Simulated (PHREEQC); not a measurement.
**Spent oxide etchant (model solution)**

Consider water at 67 °C with 0.023 mol NH4HF2, 0.007 mol (NH4)2SiF6, 0.0051 mol H3PO4 and 0.0016 mol H2SO4 per kg of water. Closed to the air; pH follows from the charge balance.

All values are PHREEQC results (ion-association model, wateq4f.dat), not measurements.

The pH comes out as 3.16, the ionic strength comes out as 0.0458 mol/kgw and the total alkalinity comes out as -59.3 meq/kg.

| species | molality | activity | log γ |
|---|---|---|---|
| NH4+ | 0.0367 | 0.0299 | -0.090 |
| HF | 0.0272 | 0.0275 | 0.005 |
| F- | 0.0145 | 0.0117 | -0.095 |
| SiF6-2 | 0.00700 | 0.00313 | -0.349 |
| H2PO4- | 0.00451 | 0.00371 | -0.085 |
| HF2- | 0.00175 | 0.00141 | -0.095 |
| SO4-2 | 0.00122 | 0.000542 | -0.351 |
| H+ | 0.000825 | 0.000699 | -0.072 |
| H3PO4 | 0.000585 | 0.000592 | 0.005 |
| H2F2 | 0.000384 | 0.000388 | 0.005 |
| NH4SO4- | 0.000255 | 0.000208 | -0.087 |
| HSO4- | 0.000129 | 0.000105 | -0.090 |
| HPO4-2 | 9.05e-7 | 4.05e-7 | -0.349 |
| NH3 | 3.23e-7 | 3.23e-7 | 0.000 |

No solid was allowed to form. H3PO4, which wateq4f.dat lacks, is added to it with the constant of phreeqc.dat. Away from 25 °C the constants follow the database's enthalpies or fits; those with neither stay at their 25 °C values. SiF6-2 is the database's only silicon fluoride.
